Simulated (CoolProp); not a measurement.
R1336mzz(E) at 293.15 K and 3.29 MPa is throttled through a valve to 2.22 MPa with no heat exchange. Each further row changes one setting.

The numbers come from the reference Helmholtz-energy equation of state, Akasaka 2023 in CoolProp.

| case | temperature change (K) | final density (kg/m³) |
|---|---|---|
| as stated | [?] | 1350 |
| outlet pressure 0.666 MPa | [?] | [?] |
| outlet pressure 2.89 MPa | [?] | 1350 |

Problem. Complete the blanks.

Solution. 
- as stated, temperature change (K): +0.2
- outlet pressure 0.666 MPa, temperature change (K): +0.6
- outlet pressure 0.666 MPa, final density (kg/m³): 1340
- outlet pressure 2.89 MPa, temperature change (K): +0.1
